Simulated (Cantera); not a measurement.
Cantera run, input and output.

```python
import numpy as np
import cantera as ct

gas = ct.Solution("gri30.yaml")
gas.TPX = 550, 500000, {'CH4': 1, 'H2': 0.19, 'O2': 1.4, 'N2': 5.25, 'H2O': 0.63}
inlet = ct.Reservoir(gas, clone=True)
gas.equilibrate("HP")  # start burning
reactor = ct.IdealGasConstPressureReactor(gas, energy="on", clone=False)
exhaust = ct.Reservoir(gas, clone=True)
tau = [0.024, 0.015, 0.0093, 0.0059, 0.0037, 0.0023, 0.0015, 0.00091, 0.00057, 0.00036, 0.00023, 0.00014, 9e-05][0]
for a, b in ((inlet, reactor), (reactor, exhaust)):
    ct.MassFlowController(a, b, mdot=lambda t: reactor.mass / tau)
net = ct.ReactorNet([reactor])
show = ['CH4', 'H2', 'O2', 'C2H4', 'HCN', 'H2O2']

rows = []
print(f"{'tau/s':>10s}{'T/K':>9s}" + "".join(f"{s:>11s}" for s in show))
for tau in [0.024, 0.015, 0.0093, 0.0059, 0.0037, 0.0023, 0.0015, 0.00091, 0.00057, 0.00036, 0.00023, 0.00014, 9e-05]:
    net.initial_time = 0.0
    net.advance(30 * tau)
    before = gas.X
    net.advance(40 * tau)
    drift = np.max(np.abs(gas.X - before) / (gas.X + 1e-9))
    rows.append([gas.T, *gas[show].X, drift])
    print(f"{tau:10.3e}{gas.T:9.1f}" + "".join(f"{x:11.3e}" for x in gas[show].X))
```

Output:

```
     tau/s      T/K        CH4         H2         O2       C2H4        HCN       H2O2
 2.400e-02   2004.3  2.379e-03  7.582e-02  3.274e-04  1.137e-05  2.396e-05  1.371e-08
 1.500e-02   2005.9  2.976e-03  7.340e-02  4.986e-04  1.892e-05  2.629e-05  2.114e-08
 9.300e-03   2006.6  3.639e-03  7.068e-02  7.592e-04  3.061e-05  2.766e-05  3.289e-08
 5.900e-03   2006.1  4.316e-03  6.795e-02  1.125e-03  4.718e-05  2.805e-05  5.024e-08
 3.700e-03   2003.6  5.056e-03  6.512e-02  1.675e-03  7.217e-05  2.752e-05  7.787e-08
 2.300e-03   1998.1  5.871e-03  6.226e-02  2.501e-03  1.100e-04  2.592e-05  1.226e-07
 1.500e-03   1989.1  6.691e-03  5.976e-02  3.586e-03  1.604e-04  2.343e-05  1.862e-07
 9.100e-04   1971.5  7.856e-03  5.689e-02  5.522e-03  2.524e-04  1.907e-05  3.102e-07
 5.700e-04   1942.4  9.411e-03  5.411e-02  8.562e-03  4.034e-04  1.334e-05  5.209e-07
 3.600e-04   1881.2  1.243e-02  5.074e-02  1.490e-02  7.487e-04  5.924e-06  9.726e-07
 2.300e-04    550.0  1.181e-01  2.243e-02  1.653e-01  1.473e-17  1.280e-20  6.839e-19
 1.400e-04    550.0  1.181e-01  2.243e-02  1.653e-01  2.753e-20  2.393e-23  1.282e-21
 9.000e-05    550.0  1.181e-01  2.243e-02  1.653e-01  1.739e-21  1.511e-24  8.240e-23
```

Cantera simulation using GRI-Mech 3.0 (53 species, 325 reactions); the numbers are that mechanism's predictions, not measurements.
